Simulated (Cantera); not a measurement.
An isothermal, constant-pressure homogeneous reactor starts with CH4 : H2O = 1 : 4.9 (molar parts), at 1450 K and 0.987 atm.

Model: GRI-Mech 3.0 (53 species, 325 reactions), integrated in Cantera.

x: mole fraction; the columns are a selection and need not sum to one.

```json
[
 {"t (s)": "0.000200", "x CH4": "0.169", "x H2O": "0.830", "x O": "<1e-12", "x CH2CO": "<1e-12", "x C2H": "<1e-12", "x C2H2": "6.57e-11", "x O2": "<1e-12"},
 {"t (s)": "0.000796", "x CH4": "0.169", "x H2O": "0.830", "x O": "2.74e-12", "x CH2CO": "<1e-12", "x C2H": "<1e-12", "x C2H2": "1.25e-8", "x O2": "<1e-12"},
 {"t (s)": "0.00317", "x CH4": "0.169", "x H2O": "0.830", "x O": "5.26e-12", "x CH2CO": "8.83e-11", "x C2H": "<1e-12", "x C2H2": "8.29e-7", "x O2": "<1e-12"},
 {"t (s)": "0.0126", "x CH4": "0.168", "x H2O": "0.830", "x O": "1.08e-11", "x CH2CO": "2.50e-8", "x C2H": "1.85e-12", "x C2H2": "5.37e-5", "x O2": "4.24e-12"},
 {"t (s)": "0.0502", "x CH4": "0.161", "x H2O": "0.826", "x O": "1.11e-11", "x CH2CO": "[?]", "x C2H": "5.73e-11", "x C2H2": "[?]", "x O2": "2.64e-11"},
 {"t (s)": "0.200", "x CH4": "0.139", "x H2O": "0.809", "x O": "6.61e-12", "x CH2CO": "1.47e-5", "x C2H": "3.48e-10", "x C2H2": "0.0106", "x O2": "4.35e-11"},
 {"t (s)": "0.796", "x CH4": "0.0952", "x H2O": "0.769", "x O": "3.37e-12", "x CH2CO": "2.83e-5", "x C2H": "7.99e-10", "x C2H2": "0.0269", "x O2": "9.95e-12"},
 {"t (s)": "3.17", "x CH4": "[?]", "x H2O": "[?]", "x O": "2.43e-12", "x CH2CO": "[?]", "x C2H": "9.21e-10", "x C2H2": "[?]", "x O2": "3.70e-12"},
 {"t (s)": "12.6", "x CH4": "0.0373", "x H2O": "0.589", "x O": "2.40e-12", "x CH2CO": "7.94e-6", "x C2H": "3.65e-10", "x C2H2": "0.0152", "x O2": "2.21e-12"},
 {"t (s)": "50.2", "x CH4": "0.0210", "x H2O": "0.507", "x O": "2.37e-12", "x CH2CO": "1.13e-6", "x C2H": "5.99e-11", "x C2H2": "0.00281", "x O2": "1.53e-12"},
 {"t (s)": "200", "x CH4": "0.00604", "x H2O": "0.467", "x O": "2.17e-12", "x CH2CO": "7.40e-8", "x C2H": "3.60e-12", "x C2H2": "0.000178", "x O2": "1.18e-12"}
]
```

**Question.** What belongs in the gaps?

**Answer.** 
- 0.0502, x CH2CO: 2.03e-6
- 0.0502, x C2H2: 0.00157
- 3.17, x CH4: 0.0512
- 3.17, x H2O: 0.692
- 3.17, x CH2CO: 2.49e-5
- 3.17, x C2H2: 0.0329
